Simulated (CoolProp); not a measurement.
Properties of neopentane along the isotherm 211.05 °C.

The numbers come from the reference Helmholtz-energy equation of state, Lemmon 2006 in CoolProp. It is a short technical equation, of lower accuracy than the large ones.

```json
[
 {"p (kPa)": "101", "phase": "gas", "density (kg/m³)": "1.824", "isothermal compressibility (1/MPa)": "9.976", "expansivity (1/kK)": "2.117", "fugacity coefficient": "0.9926"},
 {"p (kPa)": "192", "phase": "gas", "density (kg/m³)": "3.491", "isothermal compressibility (1/MPa)": "5.284", "expansivity (1/kK)": "2.165", "fugacity coefficient": "0.9859"},
 {"p (kPa)": "363", "phase": "gas", "density (kg/m³)": "6.687", "isothermal compressibility (1/MPa)": "2.833", "expansivity (1/kK)": "2.260", "fugacity coefficient": "0.9734"},
 {"p (kPa)": "689", "phase": "gas", "density (kg/m³)": "13.03", "isothermal compressibility (1/MPa)": "1.534", "expansivity (1/kK)": "2.462", "fugacity coefficient": "0.9498"},
 {"p (kPa)": "1310", "phase": "gas", "density (kg/m³)": "26.16", "isothermal compressibility (1/MPa)": "0.8567", "expansivity (1/kK)": "2.941", "fugacity coefficient": "0.9053"},
 {"p (kPa)": "2470", "phase": "gas", "density (kg/m³)": "55.78", "isothermal compressibility (1/MPa)": "0.5252", "expansivity (1/kK)": "…", "fugacity coefficient": "0.8242"},
 {"p (kPa)": "4690", "phase": "supercritical", "density (kg/m³)": "151.3", "isothermal compressibility (1/MPa)": "0.4161", "expansivity (1/kK)": "12.32", "fugacity coefficient": "0.6760"},
 {"p (kPa)": "8890", "phase": "supercritical", "density (kg/m³)": "340.3", "isothermal compressibility (1/MPa)": "0.05489", "expansivity (1/kK)": "…", "fugacity coefficient": "0.4791"},
 {"p (kPa)": "16900", "phase": "supercritical", "density (kg/m³)": "419.9", "isothermal compressibility (1/MPa)": "0.01424", "expansivity (1/kK)": "…", "fugacity coefficient": "0.3655"},
 {"p (kPa)": "32000", "phase": "supercritical", "density (kg/m³)": "479.4", "isothermal compressibility (1/MPa)": "0.005757", "expansivity (1/kK)": "1.636", "fugacity coefficient": "0.3509"}
]
```

Task: Complete the blanks.

Result: 
- 2470, expansivity (1/kK): 4.360
- 8890, expansivity (1/kK): 6.056
- 16900, expansivity (1/kK): 2.727
